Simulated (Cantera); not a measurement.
Hydrogen reduction and annealing atmospheres: Fe₂O₃ + H₂ + N₂

A closed system holds: 1 mol Fe₂O₃, 1.8 mol H₂, a varied amount of N₂, equilibrated at 1402 °C and 30000 Pa.

Cantera equilibrium calculation (NASA polynomials, part measured and part estimated; ideal gas, pure solids and liquids). Candidate condensed phases: Fe, FeO, Fe(OH)₂, Fe(OH)₃, Fe₂O₃, Fe₃O₄, H₂O; 27 gas species. The tables' stoichiometric FeO is somewhat more stable than real wüstite, so its field is too wide. FeO: taken at fixed stoichiometry. The numbers say what is thermodynamically allowed, not how fast it happens.

```csv
n(N₂) (mol),x N₂,x H₂O,x H₂,x H,x Fe(OH)₂,n FeO(l)
0.79,0.305,0.386,0.309,0.000118,2.60e-5,2.00
1.4,0.437,0.312,0.250,0.000106,2.11e-5,2.00
2.5,0.581,0.233,0.186,9.14e-5,1.57e-5,2.00
4.5,0.714,0.159,0.127,7.55e-5,1.07e-5,2.00
8,0.816,0.102,0.0816,6.06e-5,6.88e-6,2.00
14,0.886,0.0633,0.0506,4.77e-5,4.27e-6,2.00
25,0.933,0.0373,0.0298,3.66e-5,2.52e-6,2.00
45,0.962,0.0214,0.0171,2.77e-5,1.44e-6,2.00
81,0.978,0.0121,0.00965,2.08e-5,8.15e-7,2.00
```
x: gas mole fraction; n: condensed amount in mol.

From 0.79 mol N₂ to 81 mol N₂ the condensed part is FeO(l). The main Fe-bearing gas is Fe(OH)₂ at 0.79 mol N₂ and Fe at 81 mol N₂.
